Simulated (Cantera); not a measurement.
# Hydrocarbon pyrolysis for carbon deposition

A perfectly stirred reactor is fed with 37.0 % CH4, 63.0 % N2, at 1.01 bar; it is held at 1825 K, and followed from long to short residence time.

Model: GRI-Mech 3.0 (53 species, 325 reactions), integrated in Cantera. GRI-Mech 3.0 stops at C3 and has no aromatics, soot or wall deposition, so with more carbon than oxygen in the feed, carbon stays in small species such as C2H2 where larger ones or solid carbon would form.

```tsv
τ (s)	x CH4	x CH2	x CH3	x H	x H2	x C2H4
1.1	0.0107	1.15e-7	0.000148	0.000270	0.393	0.00103
0.64	0.0136	1.42e-7	0.000186	0.000267	0.390	0.00103
0.37	0.0175	1.79e-7	0.000238	0.000262	0.385	0.00103
0.21	0.0230	2.28e-7	0.000310	0.000255	0.379	0.00103
0.12	0.0302	2.89e-7	0.000403	0.000247	0.371	0.00106
0.072	0.0389	3.58e-7	0.000512	0.000238	0.362	0.00111
0.042	0.0507	4.45e-7	0.000657	0.000227	0.348	0.00121
0.024	0.0665	5.53e-7	0.000848	0.000213	0.331	0.00142
0.014	0.0857	6.77e-7	0.00108	0.000197	0.309	0.00179
0.0081	0.110	8.23e-7	0.00136	0.000178	0.283	0.00241
```
x: mole fraction; the columns are a selection and need not sum to one.
